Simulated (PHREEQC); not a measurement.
## Sulfide liquor: speciation

Dissolve 4.6 mmol/kgw NaHS, 0.32 mmol/kgw NaOH and 0.033 mmol/kgw ZnCl2 at 20 °C. Closed to the air; pH follows from the charge balance.

Model: ion-association model, phreeqc.dat, run in PHREEQC.

Precipitation was switched off in this run.

Predict the pH, ionic strength, specific conductance.

pH 10.61; ionic strength 0.00494 mol/kgw; specific conductance 511 µS/cm.

In which forms is Zn present?

Zn(HS)2 94 %, Zn(HS)3- 6.1 % of the Zn.

The solution is supersaturated, for example in Sphalerite (slow to form), so a real one may precipitate; this is no full list. Species that the database lacks are ignored.
